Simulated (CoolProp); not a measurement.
R404A at 298.15 K and 11.4 MPa flows at 1.6 m/s in a round tube of 10 mm bore and 1.5 µm roughness, fully developed (64/Re and Nu = 3.66 if laminar; Colebrook and Gnielinski if turbulent). Each further row changes one setting.

The numbers come from the reference Helmholtz-energy equation of state, Lemmon 2003 in CoolProp. It is a pseudo-pure fit of the blend.

```tsv
case	Reynolds number	Darcy friction factor	pressure drop (Pa/m)	heat-transfer coefficient (W/(m² K))	mass flow (kg/h)
as stated	111000	0.0184	2650	3430	509
velocity 3.2 m/s	221000	0.0165	9510	6300	1020
diameter 20 mm	221000	0.0160	1150	3060	2040
```

Viscosity comes from a separate model (Geller 2000). Thermal conductivity comes from a separate model (Geller 2001).
